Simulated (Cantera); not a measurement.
A closed system holds: 1 mol LiOH, 3.9 mol H₂O, 1.7 mol H₂, held at 1948.15 K.

These are equilibrium values from Cantera (NASA tables, ideal gas, pure condensed phases), not measurements of a reactor. Candidate condensed phases: H₂O, Li, LiH, LiOH, Li₂O; 17 gas species. Equilibrium is a limit: real reactors are often held back by kinetics, nucleation or transport.

Task: Which condensed phases are stable at each of these points (P (Pa)): 10, 100, 1000, 10000, 100000, 1000000?

Result: 
| P (Pa) | condensed phases | Li condensed (%) |
|---|---|---|
| 10 | gas only | 0.0 |
| 100 | gas only | 0.0 |
| 1000 | gas only | 0.0 |
| 10000 | gas only | 0.0 |
| 100000 | gas only | 0.0 |
| 1000000 | LiOH(l) | 6.4 |

From 10.0 Pa to 1.00 bar nothing is condensed. At 10.0 bar the condensed part is LiOH(l).
